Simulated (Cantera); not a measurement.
Feed: 1 mol SiF4, 0.26 mol C2H4, 370 mol H2, equilibrated at 1098 K.

These are equilibrium values from Cantera (NASA tables, ideal gas, pure condensed phases), not measurements of a reactor. Candidate condensed phases: C, C6H6, C7H8, C8H18, Si, SiC; 113 gas species. Kinetics and transport are ignored.

Task: At 0.460 bar, list the 5 most abundant gas species with their mole fractions, and the condensed phases.

Result: H2 0.996, SiF4 0.00254, CH4 0.00140, HF 0.000160, SiHF3 0.000147. Condensed: gas only.
